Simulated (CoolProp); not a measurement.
Vapour-liquid equilibrium of CHF3 (R23) (1) + propylene (2) at 0.351 MPa; x and y are mole fractions of (1).

Model: multi-fluid Helmholtz-energy mixture model, Penoncello 2003 and Lemmon 2013; pair parameters Bell 2016, in CoolProp.

### Question
Give the bubble temperature and the first vapour's composition at x = 0.65, 0.85, 0.95. Is there an azeotrope?

### Answer
x = 0.65: 218.2 K, y = 0.864; x = 0.85: 216.7 K, y = 0.913; x = 0.95: 216.0 K, y = 0.962. No azeotrope shows between x = 0.05 and 0.95.

The pair parameters rest on a limited set of measurements; away from them the model extrapolates. With so large a gap from Raoult's law the liquid may split in two, which this calculation doesn't test in full.
